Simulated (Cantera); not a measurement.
Input: 1 mol FeS2, 1100 mol H2, 0.65 mol H2O, held at 5.60 bar.

Cantera equilibrium calculation (NASA polynomials, part measured and part estimated; ideal gas, pure solids and liquids). Candidate condensed phases: Fe, FeO, Fe(OH)2, Fe(OH)3, FeS, FeSO4, FeS2, Fe2O3, Fe2(SO4)3, Fe3O4, H2O, H2SO4, S; 22 gas species. Equilibrium is a limit: real reactors are often held back by kinetics, nucleation or transport.

Question: At 1600 K, list the 4 most abundant gas species with their mole fractions, and the condensed phases.

Answer: H2 0.998, H2S 0.00181, H2O 0.000591, H 2.29e-5. Condensed: Fe(γ).
